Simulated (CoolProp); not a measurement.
A single-stage vapour-compression cycle with the fluid: evaporating at 260.15 K (dew point), condensing at 289.15 K (bubble point), superheat 2 K, subcooling 8 K, compressor efficiency 0.7, no pressure losses. The same conditions are run with several fluids, on thermodynamics alone (safety and materials aside).

Values from CoolProp's reference Helmholtz-energy equation of state of each fluid (nitrous oxide: Lemmon 2006; CH2F2 (R32): Tillner-Roth 1997; sulfur dioxide: Gao 2016; fluoroethane (R161): Wu 2012; R407C: Lemmon 2003; chloromethane (R40): Thol 2014). Blends and air are pseudo-pure fits.

```
fluid                cooling COP  pressure ratio  discharge temperature (K)  refrigerating effect (kJ/kg)  volumetric capacity (kJ/m³)
-------------------  -----------  --------------  -------------------------  ----------------------------  ---------------------------
nitrous oxide               5.02            2.09                      323.9                           221                        12500
CH2F2 (R32)                 5.66            2.51                      330.9                           300                         4240
sulfur dioxide              5.77            3.24                      363.3                           365                          973
fluoroethane (R161)         5.84            2.58                      318.2                           354                         2330
R407C                       4.68            3.25                      320.7                           193                         2360
chloromethane (R40)         5.82            2.76                      345.0                           385                         1490
```
